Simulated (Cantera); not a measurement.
An isothermal, constant-pressure homogeneous reactor starts with H2 : O2 : N2 = 1.3 : 1 : 0.98 (molar parts), equivalence ratio 0.65, at 1050 K and 1.00 bar.

Detailed kinetics in Cantera: the H2/O2 subset of GRI-Mech 3.0, which has no nitrogen chemistry. The temperature is held fixed by assumption; the heat of reaction is taken as removed at once.

x: mole fraction; the columns are a selection and need not sum to one.

```tsv
t (s)	x H2	x O2	x H2O	x HO2	x O
3.00e-6	0.396	0.305	5.09e-10	?	1.44e-10
9.53e-6	0.396	0.305	9.94e-9	?	1.14e-9
3.02e-5	0.396	0.305	1.13e-6	?	8.76e-8
9.60e-5	0.181	0.211	0.261	?	0.00157
0.000305	0.124	0.186	0.340	0.000177	8.19e-7
0.000968	0.122	0.186	0.341	0.000171	1.11e-6
0.00307	0.115	0.182	0.350	0.000209	1.81e-6
0.00976	0.0860	0.170	0.386	0.000202	1.91e-6
0.0310	0.0349	0.148	0.450	?	1.34e-6
0.0984	0.00430	0.135	0.489	?	3.10e-7
0.312	0.000455	0.133	0.494	?	1.53e-8
0.992	5.51e-5	0.133	0.494	?	9.23e-10
3.15	1.66e-6	0.133	0.494	?	3.85e-11
10.0	4.99e-10	0.133	0.494	?	2.41e-10
```

### Question
Complete the blanks.

### Answer

- 3.00e-6, x HO2: 1.28e-9
- 9.53e-6, x HO2: 8.03e-9
- 3.02e-5, x HO2: 5.48e-7
- 9.60e-5, x HO2: 0.000440
- 0.0310, x HO2: 0.000135
- 0.0984, x HO2: 3.89e-5
- 0.312, x HO2: 6.44e-6
- 0.992, x HO2: 1.17e-6
- 3.15, x HO2: 7.58e-8
- 10.0, x HO2: 3.17e-9
